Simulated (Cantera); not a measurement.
Charge: 1 mol CH₃F, 0.22 mol CH₄, 6.9 mol H₂, 0.028 mol HCl, equilibrated at 0.100 bar.

Cantera equilibrium calculation (NASA polynomials, part measured and part estimated; ideal gas, pure solids and liquids). Candidate condensed phases: C, C₆H₆, C₇H₈, C₈H₁₈; 118 gas species. Kinetics and transport are ignored.

Task: At 2475 K, list the 4 most abundant gas species with their mole fractions, and the condensed phases.

Result: H₂ 0.821, HF 0.103, H 0.0645, C₂H₂ (acetylene) 0.00799. Condensed: C(graphite).
